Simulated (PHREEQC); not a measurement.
Consider water at 5 °C with 0.0064 mol/kgw NH4HF2. Closed to the air; pH follows from the charge balance.

Computed with PHREEQC (ion-association model, wateq4f.dat).

```yaml
pH: 3.12
ionic_strength: 0.00721 mol/kgw
total_alkalinity: -6.40 meq/kg
```

```csv
species,molality,activity,log γ
F-,0.00710,0.00650,-0.038
NH4+,0.00640,0.00587,-0.038
HF,0.00519,0.00520,0.001
H+,0.000813,0.000753,-0.034
H2F2,0.000140,0.000140,0.001
HF2-,0.000115,0.000105,-0.038
```

No solid was allowed to form. Away from 25 °C the constants follow the database's enthalpies or fits; those with neither stay at their 25 °C values.
